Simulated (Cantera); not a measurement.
**Tantalum, niobium, vanadium and zirconium in process gases: V + NH3 + H2**

Feed: 1 mol V, 0.45 mol NH3, 3 mol H2, at 75.0 Torr.

Cantera equilibrium calculation (NASA polynomials, part measured and part estimated; ideal gas, pure solids and liquids). Candidate condensed phases: V, VN; 11 gas species. Mutual solubility and eutectic melting of coexisting phases are not modelled. VN: taken at fixed stoichiometry. Condensed phases not in the tables: V2N, N, O or C dissolved in the metal. The numbers say what is thermodynamically allowed, not how fast it happens.

From 977 °C to 1777 °C the condensed part is V(s) + VN(s). From 1977 °C to 2377 °C the condensed part is V(l).

| T (°C) | x H2 | x H | x N2 | x V | x VN | x N | x NH3 | n V(s) | n VN(s) | n V(l) |
|---|---|---|---|---|---|---|---|---|---|---|
| 977 | 1.000 | 1.53e-6 | 5.32e-9 | <1e-12 | <1e-12 | <1e-12 | 1.11e-9 | 0.550 | 0.450 | 0 |
| 1177 | 1.000 | 2.99e-5 | 1.44e-6 | 2.17e-10 | <1e-12 | <1e-12 | 8.69e-9 | 0.550 | 0.450 | 0 |
| 1377 | 1.000 | 0.000287 | 9.76e-5 | 3.63e-8 | <1e-12 | <1e-12 | 4.05e-8 | 0.551 | 0.449 | 0 |
| 1577 | 0.996 | 0.00170 | 0.00260 | 1.97e-6 | 5.01e-11 | 1.40e-11 | 1.34e-7 | 0.569 | 0.431 | 0 |
| 1777 | 0.957 | 0.00702 | 0.0360 | 4.82e-5 | 4.58e-9 | 1.10e-9 | 3.29e-7 | 0.826 | 0.174 | 0 |
| 1977 | 0.920 | 0.0225 | 0.0570 | 0.000634 | 7.59e-8 | 1.69e-8 | 2.93e-7 | 0 | 0 | 0.997 |
| 2177 | 0.880 | 0.0596 | 0.0557 | 0.00501 | 5.91e-7 | 1.36e-7 | 2.13e-7 | 0 | 0 | 0.980 |
| 2377 | 0.788 | 0.132 | 0.0523 | 0.0285 | 3.24e-6 | 7.84e-7 | 1.43e-7 | 0 | 0 | 0.877 |
x: gas mole fraction; n: condensed amount in mol.
